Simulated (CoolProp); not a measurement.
The fluid at 307.41 K and 0.00678 MPa expands adiabatically to 0.000509 MPa with isentropic efficiency 0.85. The same conditions are run with several fluids, on thermodynamics alone (safety and materials aside).

The numbers come from the reference Helmholtz-energy equation of state of each fluid (methanol: de Reuck 1993; R142b: Lemmon 2006; n-perfluorobutane: Gao 2022; dimethyl ether: Wu 2011) in CoolProp.

```
fluid              work (kJ/kg)  final temperature (K)  final phase  final density (kg/m³)
-----------------  ------------  ---------------------  -----------  ---------------------
methanol                      ?                  244.1            ?                0.00849
R142b                      49.1                  245.1          gas                 0.0251
n-perfluorobutane          22.4                  281.2          gas                 0.0518
dimethyl ether              103                      ?          gas                 0.0122
```

### Question
What belongs in the gaps?

### Answer

- methanol, work (kJ/kg): 147
- methanol, final phase: two-phase, vapour fraction 0.952
- dimethyl ether, final temperature (K): 230.7
